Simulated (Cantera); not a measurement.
A freely propagating, adiabatic, planar premixed flame of H₂ : O₂ : N₂ = 1 : 0.185 : 0.696 (molar parts), equivalence ratio 2.7, unburnt at 675 K and 5.00 bar; mixture-averaged transport, grid criteria slope 0.08 and curve 0.16, no radiation.

Detailed kinetics in Cantera: the H2/O2 subset of GRI-Mech 3.0, which has no nitrogen chemistry. The hydrogen kinetics of GRI-Mech 3.0 are dated; newer H2 mechanisms differ, most at raised pressure. Burning velocities carry a grid error of a few per cent, more on coarse grids.

Q: How do the results move with these cheaper or finer settings: unity-Lewis-number transport; multicomponent transport; multicomponent+Soret transport; grid criteria slope 0.5, curve 1; grid criteria slope 0.25, curve 0.5; grid criteria slope 0.03, curve 0.06?

A: 
```tsv
setting	laminar burning velocity	thermal thickness	peak x(HO₂)	peak x(H)	grid points
as above	1020 cm/s	0.0645 mm	0.000659	0.0524	109
unity-Lewis-number transport	641 cm/s	0.0622 mm	0.000495	0.0531	108
multicomponent transport	1010 cm/s	0.0653 mm	0.000652	0.0524	109
multicomponent+Soret transport	980 cm/s	0.0638 mm	0.000665	0.0520	109
grid criteria slope 0.5, curve 1	1050 cm/s	0.0840 mm	0.000584	0.0511	43
grid criteria slope 0.25, curve 0.5	1040 cm/s	0.0718 mm	0.000648	0.0519	56
grid criteria slope 0.03, curve 0.06	1020 cm/s	0.0627 mm	0.000667	0.0522	265
```
Unity Lewis numbers drop preferential diffusion, which matters most where H2 and H carry the flame; Soret adds thermal diffusion.
